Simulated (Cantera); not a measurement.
## Equilibrium for boron, boron nitride and boron oxide: B2O3 + N2

A closed system holds: 1 mol B2O3, 0.4 mol N2, held at 873 K and 61.0 Pa.

Method: chemical equilibrium by Gibbs-energy minimisation in Cantera with the NASA 1993 tables (ideal gas, pure condensed phases). Candidate condensed phases: B, BN, B2O3; 17 gas species. The numbers say what is thermodynamically allowed, not how fast it happens.

```yaml
x(N2): 1.00
n(B2O3(l)): 1.00 mol
gas_amount: 0.4000 mol
log10 activity of B(s) (absent): -13.86
```
